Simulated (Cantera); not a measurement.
Carbothermic reduction: SiO2 + CH4 + H2

Charge: 1 mol SiO2, 3.6 mol CH4, 3.4 mol H2, held at 0.133 bar.

Method: chemical equilibrium by Gibbs-energy minimisation in Cantera with the NASA 1993 tables (ideal gas, pure condensed phases). Candidate condensed phases: C, C6H6, C7H8, C8H18, H2O, Si, SiC, SiO2; 123 gas species. Mutual solubility and eutectic melting of coexisting phases are not modelled. The tables hold silica as quartz up to 1696 K and as liquid above; real silica turns to tridymite and cristobalite and melts near 1996 K. Gases not in the tables: Si2H6 and higher silanes. Rates play no part.

At 800 K the condensed part is C(graphite) + SiO2(α-quartz). At 950 K the condensed part is C(graphite) + SiO2(β-quartz). From 1100 K to 1400 K the condensed part is C(graphite) + SiC(s) + SiO2(β-quartz). From 1550 K to 2600 K the condensed part is C(graphite) + SiC(s).

```json
[
 {"T (K)": "800", "x H2": "0.866", "x CO": "9.67e-11", "x CH4": "0.134", "x H": "7.38e-12", "x Si": "<1e-12", "x C2H2 (acetylene)": "1.12e-12", "n C(graphite)": "2.34", "n SiO2(α-quartz)": "1.00", "n SiO2(β-quartz)": "0", "n SiC(s)": "0"},
 {"T (K)": "950", "x H2": "0.979", "x CO": "1.36e-7", "x CH4": "0.0214", "x H": "1.51e-9", "x Si": "<1e-12", "x C2H2 (acetylene)": "2.69e-10", "n C(graphite)": "3.38", "n SiO2(α-quartz)": "0", "n SiO2(β-quartz)": "1.000", "n SiC(s)": "0"},
 {"T (K)": "1100", "x H2": "0.995", "x CO": "2.59e-5", "x CH4": "0.00474", "x H": "7.06e-8", "x Si": "<1e-12", "x C2H2 (acetylene)": "1.33e-8", "n C(graphite)": "3.55", "n SiO2(α-quartz)": "0", "n SiO2(β-quartz)": "1.000", "n SiC(s)": "0.000138"},
 {"T (K)": "1250", "x H2": "0.997", "x CO": "0.00137", "x CH4": "0.00146", "x H": "1.32e-6", "x Si": "<1e-12", "x C2H2 (acetylene)": "2.51e-7", "n C(graphite)": "3.56", "n SiO2(α-quartz)": "0", "n SiO2(β-quartz)": "0.993", "n SiC(s)": "0.00727"},
 {"T (K)": "1400", "x H2": "0.969", "x CO": "0.0305", "x CH4": "0.000541", "x H": "1.31e-5", "x Si": "2.96e-11", "x C2H2 (acetylene)": "2.44e-6", "n C(graphite)": "3.09", "n SiO2(α-quartz)": "0", "n SiO2(β-quartz)": "0.833", "n SiC(s)": "0.166"},
 {"T (K)": "1550", "x H2": "0.841", "x CO": "0.158", "x CH4": "0.000192", "x H": "7.91e-5", "x Si": "2.19e-9", "x C2H2 (acetylene)": "1.35e-5", "n C(graphite)": "0.607", "n SiO2(α-quartz)": "0", "n SiO2(β-quartz)": "0", "n SiC(s)": "0.995"},
 {"T (K)": "1700", "x H2": "0.841", "x CO": "0.158", "x CH4": "0.000103", "x H": "0.000370", "x Si": "7.55e-8", "x C2H2 (acetylene)": "6.17e-5", "n C(graphite)": "0.614", "n SiO2(α-quartz)": "0", "n SiO2(β-quartz)": "0", "n SiC(s)": "0.992"},
 {"T (K)": "1850", "x H2": "0.840", "x CO": "0.158", "x CH4": "6.15e-5", "x H": "0.00135", "x Si": "1.46e-6", "x C2H2 (acetylene)": "0.000220", "n C(graphite)": "0.619", "n SiO2(α-quartz)": "0", "n SiO2(β-quartz)": "0", "n SiC(s)": "0.987"},
 {"T (K)": "2000", "x H2": "0.837", "x CO": "0.157", "x CH4": "3.96e-5", "x H": "0.00407", "x Si": "1.79e-5", "x C2H2 (acetylene)": "0.000643", "n C(graphite)": "0.620", "n SiO2(α-quartz)": "0", "n SiO2(β-quartz)": "0", "n SiC(s)": "0.981"},
 {"T (K)": "2150", "x H2": "0.830", "x CO": "0.156", "x CH4": "2.70e-5", "x H": "0.0105", "x Si": "0.000155", "x C2H2 (acetylene)": "0.00161", "n C(graphite)": "0.612", "n SiO2(α-quartz)": "0", "n SiO2(β-quartz)": "0", "n SiC(s)": "0.972"},
 {"T (K)": "2300", "x H2": "0.814", "x CO": "0.154", "x CH4": "1.89e-5", "x H": "0.0239", "x Si": "0.00100", "x C2H2 (acetylene)": "0.00352", "n C(graphite)": "0.590", "n SiO2(α-quartz)": "0", "n SiO2(β-quartz)": "0", "n SiC(s)": "0.948"},
 {"T (K)": "2450", "x H2": "0.783", "x CO": "0.150", "x CH4": "1.33e-5", "x H": "0.0487", "x Si": "0.00517", "x C2H2 (acetylene)": "0.00683", "n C(graphite)": "0.574", "n SiO2(α-quartz)": "0", "n SiO2(β-quartz)": "0", "n SiC(s)": "0.850"},
 {"T (K)": "2600", "x H2": "0.717", "x CO": "0.142", "x CH4": "8.82e-6", "x H": "0.0890", "x Si": "0.0219", "x C2H2 (acetylene)": "0.0116", "n C(graphite)": "0.661", "n SiO2(α-quartz)": "0", "n SiO2(β-quartz)": "0", "n SiC(s)": "0.403"}
]
```
x: gas mole fraction; n: condensed amount in mol.
